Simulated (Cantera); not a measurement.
A perfectly stirred reactor is fed with NH₃ : H₂ = 1 : 18 (molar parts), at 10.00 Torr; it is held at 2048 K, and followed from long to short residence time.

Computed with Cantera and the gas-phase N/H chemistry of the illustrative SiF4/NH3 mechanism in the Surface Chemkin manual (1991). Walls and surfaces, which speed up NH3 decomposition in real reactors, are not modelled.

```
quantity                 before     after
----------------------  -------  --------
x(NH₃) at τ = 12.0 s    0.00226   6.15e-6
x(H₂) at τ = 12.0 s       0.968     0.844
x(N₂H₂) at τ = 12.0 s   1.98e-8  1.42e-10
x(N) at τ = 12.0 s      3.60e-6   5.15e-5
x(H) at τ = 12.0 s      0.00560     0.133
x(NH₃) at τ = 74.0 ms    0.0512    0.0229
x(H₂) at τ = 74.0 ms      0.947     0.956
x(N₂H₂) at τ = 74.0 ms  1.69e-7   5.91e-7
x(N) at τ = 74.0 ms     7.86e-7   1.75e-5
x(H) at τ = 74.0 ms     0.00117   0.00685
```

Question: Name the change that produced these shifts.
A) NH3 1 to 0.24 parts
B) pressure from 10.00 Torr to 20.0 Torr
C) temperature 2048 to 2423 K
D) pressure from 10.00 Torr to 68.3 Torr

Answer: C, temperature 2048 to 2423 K
